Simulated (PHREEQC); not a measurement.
Make-up at 45 °C: 0.034 mol/kgw KBr and 0.071 mol/kgw ZnBr2. Closed to the air; pH follows from the charge balance.

All values are PHREEQC results (ion-association model, wateq4f.dat), not measurements.

Problem. The ionic strength comes out as 0.245 mol/kgw. What activity coefficients do H+, ZnBr+, K+, Zn+2, ZnOH+ get?

Solution. H+ 0.78, ZnBr+ 0.73, K+ 0.69, Zn+2 0.30, ZnOH+ 0.73.

No solid was allowed to form. Constants without temperature data keep their 25 °C values here.
